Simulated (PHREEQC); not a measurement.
1 kg of water holding 0.056 mol/kgw K2SO4, 0.0057 mol/kgw KCl and 0.5 mol/kgw K2CO3 is evaporated at 30 °C; the solids stay in contact with the brine. CO2 from the air is kept out. Solids allowed: Arcanite, Kalicinite, Misenite, Sylvite. Others were left out.

All values are PHREEQC results (Pitzer model, pitzer.dat), not measurements.

```json
[
 {"water left (kg)": "1", "ionic strength": "1.67", "water activity": "0.976", "Arcanite (mol)": "0", "S in solution (mol/kgw)": "0.0560", "Cl in solution (mol/kgw)": "0.00570", "C in solution (mol/kgw)": "0.500", "pH": "11.57"},
 {"water left (kg)": "0.8219", "ionic strength": "2.03", "water activity": "0.971", "Arcanite (mol)": "0", "S in solution (mol/kgw)": "0.0681", "Cl in solution (mol/kgw)": "0.00694", "C in solution (mol/kgw)": "0.608", "pH": "11.62"},
 {"water left (kg)": "0.6755", "ionic strength": "2.47", "water activity": "0.965", "Arcanite (mol)": "0", "S in solution (mol/kgw)": "0.0829", "Cl in solution (mol/kgw)": "0.00844", "C in solution (mol/kgw)": "0.740", "pH": "11.68"},
 {"water left (kg)": "0.5552", "ionic strength": "3.01", "water activity": "0.957", "Arcanite (mol)": "0", "S in solution (mol/kgw)": "___", "Cl in solution (mol/kgw)": "0.0103", "C in solution (mol/kgw)": "0.901", "pH": "11.75"},
 {"water left (kg)": "0.4564", "ionic strength": "3.66", "water activity": "0.946", "Arcanite (mol)": "0", "S in solution (mol/kgw)": "0.123", "Cl in solution (mol/kgw)": "0.0125", "C in solution (mol/kgw)": "1.10", "pH": "11.83"},
 {"water left (kg)": "0.3751", "ionic strength": "___", "water activity": "0.933", "Arcanite (mol)": "0", "S in solution (mol/kgw)": "0.149", "Cl in solution (mol/kgw)": "0.0152", "C in solution (mol/kgw)": "1.33", "pH": "11.92"},
 {"water left (kg)": "0.3083", "ionic strength": "___", "water activity": "0.918", "Arcanite (mol)": "0.0144", "S in solution (mol/kgw)": "___", "Cl in solution (mol/kgw)": "0.0185", "C in solution (mol/kgw)": "1.62", "pH": "12.02"},
 {"water left (kg)": "0.2534", "ionic strength": "___", "water activity": "0.899", "Arcanite (mol)": "0.0311", "S in solution (mol/kgw)": "0.0982", "Cl in solution (mol/kgw)": "0.0225", "C in solution (mol/kgw)": "1.97", "pH": "12.14"},
 {"water left (kg)": "0.2083", "ionic strength": "7.42", "water activity": "___", "Arcanite (mol)": "0.0420", "S in solution (mol/kgw)": "0.0673", "Cl in solution (mol/kgw)": "0.0274", "C in solution (mol/kgw)": "2.40", "pH": "12.28"},
 {"water left (kg)": "0.1712", "ionic strength": "8.91", "water activity": "0.838", "Arcanite (mol)": "0.0487", "S in solution (mol/kgw)": "0.0429", "Cl in solution (mol/kgw)": "0.0333", "C in solution (mol/kgw)": "2.92", "pH": "12.45"},
 {"water left (kg)": "0.1407", "ionic strength": "10.8", "water activity": "0.791", "Arcanite (mol)": "0.0525", "S in solution (mol/kgw)": "0.0250", "Cl in solution (mol/kgw)": "0.0405", "C in solution (mol/kgw)": "3.55", "pH": "___"},
 {"water left (kg)": "0.1157", "ionic strength": "13.0", "water activity": "___", "Arcanite (mol)": "0.0545", "S in solution (mol/kgw)": "0.0131", "Cl in solution (mol/kgw)": "0.0493", "C in solution (mol/kgw)": "4.32", "pH": "12.88"},
 {"water left (kg)": "0.09512", "ionic strength": "15.8", "water activity": "0.652", "Arcanite (mol)": "0.0554", "S in solution (mol/kgw)": "0.00606", "Cl in solution (mol/kgw)": "0.0599", "C in solution (mol/kgw)": "5.26", "pH": "13.17"}
]
```

### Question
Complete the blanks.

### Answer

- 0.5552, S in solution (mol/kgw): 0.101
- 0.3751, ionic strength: 4.45
- 0.3083, ionic strength: 5.28
- 0.3083, S in solution (mol/kgw): 0.135
- 0.2534, ionic strength: 6.23
- 0.2083, water activity: 0.873
- 0.1407, pH: 12.65
- 0.1157, water activity: 0.730
